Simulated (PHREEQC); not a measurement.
0.24 g of hydrous ferric oxide (600 m²/g; 0.2 weak and 0.005 strong sites per Fe, Dzombak-Morel constants, diffuse double layer) in 1 kg of water with 0.05 mol/kgw of an inert sodium salt and 7.9e-07 mol/kgw ZnCl2, at 25 °C; the pH is set by adding NaOH or the inert anion's acid. Oxygen is held at 0.21 atm. The system is closed to CO2. No solid was allowed to form.

Base run: PHREEQC, ion-association model, wateq4f.dat. Each further column changes one thing. The table gives surface charge σ (C/m²).

```
pH     base  background salt from 0.05 to 0.005 mol/kgw  oxide from 0.24 to 1.2 g/kgw  0.0001 mol/kgw ZnSO4 added
---  ------  ------------------------------------------  ----------------------------  --------------------------
3     0.357                                       0.304                         0.357                       0.232
3.5   0.335                                       0.244                         0.336                       0.221
4     0.294                                       0.183                         0.295                           ?
4.5   0.238                                       0.132                         0.239                       0.162
5     0.181                                           ?                         0.181                           ?
5.5   0.130                                       0.060                         0.130                       0.094
6     0.089                                       0.038                         0.089                       0.071
6.5   0.058                                       0.023                         0.058                       0.053
7     0.034                                       0.013                         0.034                       0.040
7.5   0.017                                       0.006                         0.017                       0.027
8     0.003                                       0.001                         0.003                       0.013
8.5  -0.010                                      -0.004                        -0.010                           ?
9    -0.026                                      -0.009                        -0.026                      -0.013
```

Task: Some entries are withheld; supply them.

Result: 
- 4, 0.0001 mol/kgw ZnSO4 added: 0.197
- 5, background salt from 0.05 to 0.005 mol/kgw: 0.091
- 5, 0.0001 mol/kgw ZnSO4 added: 0.125
- 8.5, 0.0001 mol/kgw ZnSO4 added: 0.000

The oxide is taken as insoluble; below pH 4 it would dissolve.
